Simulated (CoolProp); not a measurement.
n-undecane along the isotherm 346.85 °C: density (kg/m³) from the reference equation and from simpler models built on Tc = 365.7 °C, pc = 1.990 MPa, ω = 0.539; each cubic takes its own stable root.

The numbers come from the reference Helmholtz-energy equation of state, Aleksandrov 2011 in CoolProp. It is a short technical equation, of lower accuracy than the large ones.

| p (MPa) | phase | reference | van der Waals | Redlich-Kwong | Soave-Redlich-Kwong |
|---|---|---|---|---|---|
| 0.332 | gas | 10.89 | 10.66 | 10.76 | 10.79 |
| 0.663 | gas | 23.94 | 22.79 | 23.27 | 23.39 |
| 0.995 | gas | 40.71 | 37.25 | 38.58 | 39.02 |
| 1.33 | gas | 65.82 | 56.00 | 59.30 | 60.79 |
| 1.66 | liquid | 395.5 | 85.49 | 96.25 | 294.9 |
| 1.99 | liquid | 408.3 | 232.5 | 293.8 | 313.5 |
| 2.32 | liquid | 417.7 | 247.9 | 311.1 | 326.6 |
| 2.65 | liquid | 425.3 | 258.2 | 323.8 | 337.1 |
| 2.99 | liquid | 431.9 | 266.4 | 334.4 | 346.2 |

At some of these states van der Waals, Redlich-Kwong gives the other phase, because its saturation line lies elsewhere.
